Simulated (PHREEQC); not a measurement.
Copper plating or etch bath (model solution)

Dissolve 0.0023 mol Cu(NO3)2, 0.00051 mol H2SO4 and 0.003 mol NaCl per kg of water at 25 °C. Closed to the air; pH follows from the charge balance.

Model: ion-association model, phreeqc.dat, run in PHREEQC.

No solid was allowed to form.

Task: What pH, specific conductance does the model give?

Result: pH 3.04; specific conductance 1240 µS/cm.

Task: In which forms is S present?

Result: SO4-2 79 %, CuSO4 15 %, HSO4- 5.1 %, NaSO4- 0.8 % of the S.
